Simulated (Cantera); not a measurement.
What does this Cantera script print?

```python
import numpy as np
import cantera as ct

gas = ct.Solution("gri30.yaml")
gas.TPX = 1348, 101325, {'N2O': 1, 'H2O': 0.011}
reactor = ct.IdealGasConstPressureReactor(gas, energy="off", clone=False)
net = ct.ReactorNet([reactor])
net.rtol, net.atol = 1e-08, 1e-18
show = ['N2O', 'H2O', 'O', 'NO', 'HO2']
times = np.geomspace(0.0008, 200, 12)

steps = ct.SolutionArray(gas, extra=["t"])
rows = []
print(f"{'t/s':>10s}{'T/K':>9s}{'P/Pa':>11s}" + "".join(f"{s:>11s}" for s in show))
for t in times:
    while net.time < t:
        t_next = net.step()
        steps.append(gas.state, t=t_next)
    rows.append([np.interp(t, steps.t, y) for y in (steps.T, steps.P, *steps(*show).X.T)])
    print(f"{t:10.3e}{rows[-1][0]:9.1f}{rows[-1][1]:11.4g}" + "".join(f"{x:11.3e}" for x in rows[-1][2:]))
rate = np.gradient(steps.T, steps.t)
print("integrator steps:", len(steps.t))
if steps.T.max() > steps.T[0] + 200:
    print(f"time of steepest temperature rise: {steps.t[rate.argmax()]:.4e} s")
gas.TPX = 1348, 101325, {'N2O': 1, 'H2O': 0.011}
gas.equilibrate("TP")
print(f"equilibrium (TP): T = {gas.T:.1f} K  " + "  ".join(f"{s} {gas[s].X[0]:.3e}" for s in show))
```

It prints:

```
       t/s      T/K       P/Pa        N2O        H2O          O         NO        HO2
 8.000e-04   1348.0  1.013e+05  9.803e-01  1.083e-02  1.345e-05  9.321e-04  6.264e-06
 2.476e-03   1348.0  1.013e+05  9.619e-01  1.076e-02  1.314e-05  2.762e-03  3.802e-06
 7.665e-03   1348.0  1.013e+05  9.085e-01  1.057e-02  1.258e-05  8.168e-03  1.966e-06
 2.373e-02   1348.0  1.013e+05  7.684e-01  1.006e-02  1.181e-05  2.234e-02  8.247e-07
 7.345e-02   1348.0  1.013e+05  4.873e-01  9.037e-03  1.010e-05  4.929e-02  3.159e-07
 2.274e-01   1348.0  1.013e+05  1.654e-01  7.871e-03  6.076e-06  7.463e-02  1.250e-07
 7.038e-01   1348.0  1.013e+05  1.685e-02  7.338e-03  1.203e-06  7.942e-02  4.303e-08
 2.178e+00   1348.0  1.013e+05  5.890e-05  7.281e-03  2.237e-07  7.895e-02  2.020e-08
 6.743e+00   1348.0  1.013e+05  1.755e-06  7.280e-03  2.202e-07  7.888e-02  2.008e-08
 2.087e+01   1348.0  1.013e+05  1.747e-06  7.280e-03  2.203e-07  7.869e-02  2.009e-08
 6.461e+01   1348.0  1.013e+05  1.722e-06  7.280e-03  2.204e-07  7.812e-02  2.010e-08
 2.000e+02   1348.0  1.013e+05  1.648e-06  7.280e-03  2.207e-07  7.638e-02  2.015e-08
integrator steps: 1691
equilibrium (TP): T = 1348.0 K  N2O 3.698e-08  H2O 7.277e-03  O 2.346e-07  NO 6.183e-04  HO2 2.210e-08
```

Computed with Cantera and GRI-Mech 3.0 (53 species, 325 reactions). GRI-Mech 3.0 was tuned for natural gas; its chemistry of N2O as a main component is partial and can be far from experiment. The mechanism lacks the step 2 NO + O2 → 2 NO2, which can matter for NO2 below about 1400 K. The temperature is held fixed by assumption; the heat of reaction is taken as removed at once.
